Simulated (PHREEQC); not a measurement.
## City or well water: an equilibrium model

Model water analysis in mg/L, 25 °C, pH 7.96, pe 8.1:

```tsv
constituent	mg/L
Na	22.5
K	102
Ca	17.3
Mg	4.77
Cl	69.8
S(6) as SO4	13.8
Alkalinity as HCO3	51
N(5) as NO3	4.42
Sr	0.0674
Si as SiO2	0.671
Ba	0.0626
Cd	0.0655
```

Valence states are taken as typed.

Model: ion-association model, phreeqc.dat, run in PHREEQC.

Precipitation was switched off in this run.

Problem. Predict the specific conductance, charge-balance error.

Solution. specific conductance 494 µS/cm; charge-balance error 21.2 %.

Problem. In which forms is Ba present?

Solution. Ba+2 96 %, BaSO4 3.5 %, BaHCO3+ 0.6 % of the Ba.

The solution is supersaturated, for example in Otavite, so a real one may precipitate; this is no full list. Species that the database lacks are ignored.
